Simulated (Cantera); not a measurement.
**Si + HCl + N₂ + Cl₂ (silicon etching in halogen gases)**

Feed: 1 mol Si, 9.9 mol HCl, 5.5 mol N₂, a varied amount of Cl₂, at 950 °C and 0.133 bar.

Cantera equilibrium calculation (NASA polynomials, part measured and part estimated; ideal gas, pure solids and liquids). Candidate condensed phases: NH₄Cl, Si, Si₃N₄; 28 gas species. The tables' values for SiCl₃ are old estimates; treat these amounts as uncertain. Rates play no part.

```csv
n(Cl₂) (mol),x HCl,x N₂,x Cl₂,x H₂,x SiCl₄,x Cl
0.96,0.510,0.358,7.27e-9,0.0671,0.0643,1.40e-6
1.4,0.551,0.348,1.51e-8,0.0377,0.0628,2.02e-6
1.8,0.587,0.339,5.29e-8,0.0122,0.0615,3.77e-6
2.3,0.592,0.329,0.0169,3.90e-8,0.0598,0.00213
2.7,0.578,0.321,0.0392,1.60e-8,0.0584,0.00325
3.1,0.565,0.314,0.0607,9.86e-9,0.0570,0.00404
3.6,0.549,0.305,0.0863,6.56e-9,0.0554,0.00482
4,0.537,0.298,0.106,5.12e-9,0.0542,0.00534
4.4,0.525,0.292,0.124,4.16e-9,0.0530,0.00579
```
x: gas mole fraction; nothing condenses.

From 0.96 mol Cl₂ to 4.4 mol Cl₂ nothing is condensed. The main Si-bearing gas is SiCl₄ throughout.
